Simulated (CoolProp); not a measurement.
Vapour-liquid equilibrium of dimethyl ether (1) + R227EA (2) at 0.22 MPa; x and y are mole fractions of (1).

Values from CoolProp's multi-fluid Helmholtz-energy mixture model, Wu 2011 and Lemmon 2016; pair parameters Bell 2016.

```csv
x,bubble temperature (°C),y at the bubble point,dew temperature at overall composition x (°C),liquid density (mol/L)
0.05,4.3,0.021,5.4,8.901
0.15,6.5,0.093,7.4,9.368
0.25,8.1,0.211,8.3,9.861
0.35,8.4,0.365,8.4,10.40
0.45,7.4,0.528,8.1,11.00
0.55,5.5,0.675,7.2,11.65
0.65,3.0,0.793,5.9,12.37
0.75,0.3,0.879,4.0,13.14
0.85,-2.1,0.940,1.3,13.97
0.95,-4.3,0.983,-2.6,14.88
```

y crosses x between x = 0.25 and 0.35: the model has an azeotrope there.

The pair parameters rest on a limited set of measurements; away from them the model extrapolates.
